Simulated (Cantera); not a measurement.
Low-pressure radical oxidation in H2/O2

An isothermal, constant-pressure homogeneous reactor starts with H₂ : O₂ : N₂ = 0.0056 : 1 : 0.43 (molar parts), equivalence ratio 0.0028, at 1275 K and 0.825 Torr.

Detailed kinetics in Cantera: GRI-Mech 3.0 (53 species, 325 reactions). Radical loss at walls, strong at low pressure, is not modelled.

```
t (s)         x H₂   x O₂     x N₂O      x NO       x O     x H₂O      x OH
--------  --------  -----  --------  --------  --------  --------  --------
5.00e-5    0.00390  0.697    <1e-12    <1e-12  1.80e-12    <1e-12  1.80e-12
0.000162   0.00390  0.697    <1e-12    <1e-12  1.77e-11    <1e-12  1.76e-11
0.000527   0.00390  0.697    <1e-12    <1e-12  1.52e-10  3.15e-12  1.50e-10
0.00171    0.00390  0.697    <1e-12    <1e-12  9.68e-10  7.10e-11  9.39e-10
0.00555    0.00390  0.697    <1e-12    <1e-12   4.80e-9   1.16e-9   4.36e-9
0.0180     0.00390  0.697    <1e-12    <1e-12   3.11e-8   1.93e-8   2.51e-8
0.0585     0.00390  0.697    <1e-12    <1e-12   1.03e-6   1.05e-6   7.82e-7
0.190     0.000614  0.693  2.07e-11  1.16e-11   0.00264   0.00279  0.000839
0.616      9.25e-6  0.693  3.04e-10  2.15e-10   0.00354   0.00365  0.000393
2.00       9.12e-6  0.693  6.98e-10  9.84e-10   0.00349   0.00366  0.000390
```
x: mole fraction; the columns are a selection and need not sum to one.

Equilibrium at this temperature and pressure: H₂ 7.84e-9, O₂ 0.696, N₂O 5.20e-10, NO 0.000379, O 2.83e-6, H₂O 0.00390, OH 1.15e-5 (gas phase only).
